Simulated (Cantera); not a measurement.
## Low-pressure radical oxidation in H2/O2

A perfectly stirred reactor is fed with 15.3 % H₂, 84.7 % O₂, equivalence ratio 0.090, at 2670 Pa; it is held at 1450 K, and followed from long to short residence time.

Cantera simulation using the H2/O2 subset of GRI-Mech 3.0, which has no nitrogen chemistry; the numbers are that mechanism's predictions, not measurements. Radical loss at walls, strong at low pressure, is not modelled. The temperature is held fixed by assumption; the heat of reaction is taken as removed at once.

```tsv
τ (s)	x H₂	x O₂	x O	x H₂O	x H₂O₂
0.43	0.000480	0.829	0.00439	0.162	1.11e-7
0.28	0.000632	0.827	0.00582	0.161	1.27e-7
0.18	0.000835	0.825	0.00774	0.160	1.44e-7
0.12	0.00107	0.822	0.0100	0.159	1.61e-7
0.078	0.00139	0.819	0.0131	0.157	1.80e-7
0.051	0.00179	0.814	0.0169	0.155	1.99e-7
0.033	0.00229	0.809	0.0218	0.152	2.17e-7
0.021	0.00292	0.802	0.0279	0.149	2.35e-7
0.014	0.00358	0.795	0.0342	0.146	2.48e-7
0.0091	0.00437	0.786	0.0415	0.142	2.59e-7
0.0059	0.00523	0.777	0.0490	0.137	2.68e-7
```
x: mole fraction; the columns are a selection and need not sum to one.
